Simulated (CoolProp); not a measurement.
Vapour-liquid equilibrium of n-hexane (1) + p-xylene (2) at 303.6 K; x and y are mole fractions of (1).

Values from CoolProp's multi-fluid Helmholtz-energy mixture model, Thol 2019 and Zhou 2012; pair parameters Bell 2016.

```
x      bubble pressure, mixture model (kPa)  bubble pressure, Raoult's law (kPa)  y, mixture model  y, Raoult's law
-----  ------------------------------------  -----------------------------------  ----------------  ---------------
0.05                                    ___                                2.791             0.533            0.455
0.125                                   ___                                4.577             0.746            0.694
0.2                                     ___                                6.364               ___            0.799
0.275                                 9.636                                8.150             0.875            0.858
0.35                                  11.45                                9.936             0.904            0.895
0.425                                 13.17                                11.72             0.924            0.922
0.5                                     ___                                13.51             0.940            0.941
0.575                                 16.38                                15.30             0.952            0.956
0.65                                  17.92                                17.08             0.963            0.967
0.725                                 19.46                                18.87             0.972            0.977
0.8                                   21.02                                20.65             0.980            0.985
0.875                                   ___                                22.44               ___            0.991
0.95                                  24.27                                24.23             0.995            0.997
```

### Question
Some entries are withheld; supply them.

### Answer

- 0.05, bubble pressure, mixture model (kPa): 3.262
- 0.125, bubble pressure, mixture model (kPa): 5.570
- 0.2, bubble pressure, mixture model (kPa): 7.684
- 0.2, y, mixture model: 0.830
- 0.5, bubble pressure, mixture model (kPa): 14.80
- 0.875, bubble pressure, mixture model (kPa): 22.61
- 0.875, y, mixture model: 0.988

The largest gap from Raoult's law is +21.7 % in bubble pressure, at x = 0.125. No azeotrope shows between x = 0.05 and 0.95.

Pair parameters are fitted to limited data, so mixtures are less certain than the pure fluids.
